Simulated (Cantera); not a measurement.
A closed system holds: 1 mol B2H6, 1.4 mol NH3, a varied amount of N2, 0.33 mol O2, at 1300 K and 13300 Pa.

Cantera equilibrium calculation (NASA polynomials, part measured and part estimated; ideal gas, pure solids and liquids). Candidate condensed phases: B, BN, B2O3, B3O3H3, H2O; 39 gas species. The feed counts by its element totals alone. Mutual solubility and eutectic melting of coexisting phases are not modelled. Gases not in the tables: H3BO3. The numbers say what is thermodynamically allowed, not how fast it happens.

**Question.** At 19 mol N2, list the 4 most abundant gas species with their mole fractions, and the condensed phases.

**Answer.** N2 0.788, H2 0.211, H2O 0.000849, HBO2 0.000246. Condensed: BN(s) + B2O3(l).
